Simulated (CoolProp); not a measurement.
Benzene along the isotherm 592.1 K: density (kg/m³) from the reference equation and from simpler models built on Tc = 562.0 K, pc = 4.906 MPa, ω = 0.211; each cubic takes its own stable root.

Model: reference Helmholtz-energy equation of state, Thol 2012, in CoolProp.

```tsv
p (MPa)	phase	reference	ideal gas	van der Waals	Redlich-Kwong	Soave-Redlich-Kwong	Peng-Robinson
0.0233	gas	0.3702	0.3697	0.3702	0.3702	0.3702	0.3703
0.0478	gas	0.7606	0.7584	0.7604	0.7606	0.7606	0.7608
0.0981	gas	1.566	1.557	1.565	1.566	1.566	1.567
0.202	gas	3.244	3.205	3.240	3.244	3.244	3.249
0.414	gas	6.734	6.569	6.720	6.738	6.734	6.755
0.85	gas	14.21	13.49	14.15	14.23	14.21	14.31
1.75	gas	31.18	27.77	30.90	31.26	31.16	31.60
3.58	gas	75.52	56.80	74.24	75.89	75.10	77.48
7.36	supercritical	368.0	116.8	307.0	328.0	306.0	329.8
```
